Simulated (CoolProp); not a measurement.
Model: reference Helmholtz-energy equation of state, Marx 1992, in CoolProp.

Give the vapour pressure (bar), vapour density (kg/m³), enthalpy of vaporisation (kJ/kg), liquid cp (kJ/(kg K)) of saturated R113 at 123.25 °C.


```csv
T (°C),p (bar),vapour density (kg/m³),enthalpy of vaporisation (kJ/kg),liquid cp (kJ/(kg K))
123.25,7.28,49.8,115,1.05
```
